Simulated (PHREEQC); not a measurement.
A made-up water analysis in mmol/kgw, 25 °C, pH 7.33, pe 8.1:

| constituent | mmol/kgw |
|---|---|
| Na | 0.292 |
| K | 0.0464 |
| Ca | 1.17 |
| Mg | 0.744 |
| Cl | 1.1 |
| S(6) | 0.676 |
| Alkalinity (meq/kgw) | 1.66 |
| Sr | 0.00444 |
| Zn | 0.0136 |

Valence states are taken as typed.

Model: ion-association model, wateq4f.dat, run in PHREEQC.

Precipitation was switched off in this run.

Problem. What ionic strength, charge-balance error does the model give?

Solution. ionic strength 0.00625 mol/kgw; charge-balance error 1.2 %.

Problem. In which forms is Ca present?

Solution. Ca+2 93 %, CaSO4 5.4 %, CaHCO3+ 1.4 % of the Ca.

Complexes and solids missing from the database can't appear. The database's zinc carbonate complexes are estimates, stronger than later reviews accept.
